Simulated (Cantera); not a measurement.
Feed: 1 mol Si, 24 mol HCl, held at 1423 K and 13300 Pa.

Equilibrium computed with Cantera from the NASA thermochemical tables; the gas is ideal and each condensed phase is pure. Candidate condensed phases: Si; 19 gas species. The tables' values for SiCl3 are old estimates; treat these amounts as uncertain. Rates play no part.

### Question
What is the equilibrium state?

### Answer
```json
{
  "x(HCl)": "0.872",
  "x(H2)": "0.0849",
  "x(SiCl4)": "0.0404",
  "x(SiCl3)": "0.00222",
  "x(SiCl2)": "0.000484",
  "x(SiHCl3)": "0.000306",
  "x(Cl)": "4.46e-5",
  "x(H)": "5.30e-6",
  "gas_amount": "23.04 mol",
  "log10 activity of Si(s) (absent)": "-4.75"
}
```
